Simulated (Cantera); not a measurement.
An isothermal, constant-pressure homogeneous reactor starts with CO : O2 : H2O : N2 : H2 = 0.02 : 0.022 : 0.00095 : 1 : 0.0012 (molar parts), at 1048 K and 0.987 atm.

Computed with Cantera and GRI-Mech 3.0 (53 species, 325 reactions).

x: mole fraction; the columns are a selection and need not sum to one.

| t (s) | x CO | x O2 | x H2O | x CO2 | x H2O2 | x NO2 |
|---|---|---|---|---|---|---|
| 6.00e-5 | 0.0192 | 0.0211 | 0.000910 | 8.11e-11 | <1e-12 | <1e-12 |
| 0.000173 | 0.0192 | 0.0211 | 0.000910 | 3.06e-10 | <1e-12 | <1e-12 |
| 0.000500 | 0.0192 | 0.0211 | 0.000910 | 2.12e-9 | <1e-12 | <1e-12 |
| 0.00144 | 0.0192 | 0.0211 | 0.000910 | 8.10e-8 | 2.32e-11 | <1e-12 |
| 0.00416 | 0.0184 | 0.0204 | 0.00121 | 0.000802 | 4.14e-7 | 9.06e-12 |
| 0.0120 | 0.0134 | 0.0177 | 0.00197 | 0.00578 | 1.98e-7 | 3.11e-10 |
| 0.0346 | 0.0103 | 0.0161 | 0.00203 | 0.00900 | 1.67e-7 | 6.44e-10 |
| 0.1000 | 0.00593 | 0.0140 | 0.00205 | 0.0134 | 1.45e-7 | 1.18e-9 |
| 0.288 | ? | 0.0120 | 0.00207 | ? | ? | ? |
| 0.832 | 0.000357 | 0.0112 | 0.00208 | 0.0190 | 2.58e-8 | 1.17e-8 |
| 2.40 | ? | 0.0110 | 0.00208 | 0.0193 | ? | ? |
| 6.93 | 2.02e-6 | 0.0110 | 0.00208 | 0.0193 | 8.98e-11 | 2.01e-8 |
| 20.0 | 4.88e-8 | 0.0110 | 0.00208 | 0.0194 | 1.89e-11 | 3.86e-9 |

### Question
What belongs in the gaps?

### Answer

- 0.288, x CO: 0.00194
- 0.288, x CO2: 0.0174
- 0.288, x H2O2: 9.65e-8
- 0.288, x NO2: 3.37e-9
- 2.40, x CO: 3.87e-5
- 2.40, x H2O2: 1.76e-9
- 2.40, x NO2: 2.55e-8
